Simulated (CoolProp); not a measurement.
Sulfur dioxide at 298.15 K and 12.5 MPa is throttled through a valve to 6.45 MPa with no heat exchange. Each further row changes one setting.

Computed with CoolProp (reference Helmholtz-energy equation of state, Gao 2016).

```tsv
case	temperature change (K)	final density (kg/m³)
as stated	+1.4	1380
outlet pressure 1.94 MPa	+2.3	1360
outlet pressure 8.38 MPa	+0.9	1380
```
